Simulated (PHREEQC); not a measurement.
Consider water at 20 °C with 0.0057 mol/kgw CuCl2, 0.029 mol/kgw H2SO4 and 0.00045 mol/kgw H3BO3. Closed to the air; pH follows from the charge balance.

Equilibrium calculation in PHREEQC: ion-association model, phreeqc.dat.

This is a speciation only: nothing precipitates in the calculation.

Problem. Estimate the pH.

Solution. pH 1.46.

Problem. In which forms is Cu present?

Solution. Cu+2 71 %, CuSO4 28 %, CuCl+ 0.8 % of the Cu.
